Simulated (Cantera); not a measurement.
Feed: 1 mol CH₂F₂, 2.6 mol F₂, equilibrated at 775 K and 10000 Pa.

Method: chemical equilibrium by Gibbs-energy minimisation in Cantera with the NASA 1993 tables (ideal gas, pure condensed phases). Candidate condensed phases: C, C₆H₆, C₇H₈, C₈H₁₈; 95 gas species. Condensed phases not in the tables: fluorocarbon polymer. Gases not in the tables: C₂F₆ and larger saturated fluorocarbons. Rates play no part.

Base state: HF 0.554, CF₄ 0.277, F₂ 0.163, F 0.00713 (mole fractions); condensed: gas only.

Question: What changes in the equilibrium state with this change: CH₂F₂ replaced by C₂F₆?

Answer: 
```csv
species,before,after
CF₄,0.277,0.552
F₂,0.163,0.436
F,0.00713,0.0117
HF,0.554,0
```
The feed counts by its element totals alone.

Question: What changes in the equilibrium state with this change: pressure from 10000 Pa to 100000 Pa?

Answer: 
```csv
species,before,after
HF,0.554,0.555
CF₄,0.277,0.277
F₂,0.163,0.165
F,0.00713,0.00227
H₂F₂,3.37e-6,3.39e-5
```
